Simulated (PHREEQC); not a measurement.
Dissolve 0.075 mol/kgw Cu(NO3)2, 0.0015 mol/kgw HBF4 and 0.054 mol/kgw Na2SO4 at 25 °C. Closed to the air; pH follows from the charge balance.

Equilibrium calculation in PHREEQC: ion-association model, wateq4f.dat.

No solid was allowed to form.

Task: Order these Cu species by the share of Cu that they hold, largest first: CuF+, CuSO4, Cu+2.

Result: Cu+2 (71 %), CuSO4 (28 %), CuF+ (0.53 %)

The pH is 2.94 and the ionic strength 0.295 mol/kgw. Real BF4- forms and hydrolyses slowly; the run takes it at equilibrium.
